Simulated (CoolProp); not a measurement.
Saturation properties of the fluoroketone C6F12O (FK-5-1-12) (Tc = 441.8 K, pc = 1869 kPa, ω = 0.471).

The numbers come from the reference Helmholtz-energy equation of state, McLinden 2015 in CoolProp.

```json
[
 {"T (K)": "319.3", "p (kPa)": "91.51", "liquid density (kg/m³)": "1536", "vapour density (kg/m³)": "11.59", "enthalpy of vaporisation (kJ/kg)": "88.81", "liquid cp (kJ/(kg K))": "1.119"},
 {"T (K)": "322.9", "p (kPa)": "103.8", "liquid density (kg/m³)": "1525", "vapour density (kg/m³)": "13.08", "enthalpy of vaporisation (kJ/kg)": "87.74", "liquid cp (kJ/(kg K))": "1.122"},
 {"T (K)": "326.4", "p (kPa)": "117.0", "liquid density (kg/m³)": "1513", "vapour density (kg/m³)": "14.67", "enthalpy of vaporisation (kJ/kg)": "86.68", "liquid cp (kJ/(kg K))": "1.126"},
 {"T (K)": "329.9", "p (kPa)": "131.4", "liquid density (kg/m³)": "1501", "vapour density (kg/m³)": "16.41", "enthalpy of vaporisation (kJ/kg)": "85.61", "liquid cp (kJ/(kg K))": "1.130"},
 {"T (K)": "333.4", "p (kPa)": "147.1", "liquid density (kg/m³)": "1490", "vapour density (kg/m³)": "18.31", "enthalpy of vaporisation (kJ/kg)": "84.52", "liquid cp (kJ/(kg K))": "1.134"},
 {"T (K)": "336.9", "p (kPa)": "164.3", "liquid density (kg/m³)": "1478", "vapour density (kg/m³)": "20.38", "enthalpy of vaporisation (kJ/kg)": "83.41", "liquid cp (kJ/(kg K))": "1.138"},
 {"T (K)": "340.5", "p (kPa)": "183.5", "liquid density (kg/m³)": "1465", "vapour density (kg/m³)": "22.71", "enthalpy of vaporisation (kJ/kg)": "82.24", "liquid cp (kJ/(kg K))": "1.143"},
 {"T (K)": "344", "p (kPa)": "203.8", "liquid density (kg/m³)": "1453", "vapour density (kg/m³)": "25.18", "enthalpy of vaporisation (kJ/kg)": "81.09", "liquid cp (kJ/(kg K))": "1.147"},
 {"T (K)": "347.5", "p (kPa)": "225.8", "liquid density (kg/m³)": "1440", "vapour density (kg/m³)": "27.86", "enthalpy of vaporisation (kJ/kg)": "79.91", "liquid cp (kJ/(kg K))": "1.152"},
 {"T (K)": "351", "p (kPa)": "249.6", "liquid density (kg/m³)": "1427", "vapour density (kg/m³)": "30.77", "enthalpy of vaporisation (kJ/kg)": "78.71", "liquid cp (kJ/(kg K))": "1.157"},
 {"T (K)": "354.5", "p (kPa)": "275.2", "liquid density (kg/m³)": "1414", "vapour density (kg/m³)": "33.93", "enthalpy of vaporisation (kJ/kg)": "77.48", "liquid cp (kJ/(kg K))": "1.163"}
]
```

It boils at 322.2 K under 1 atm.
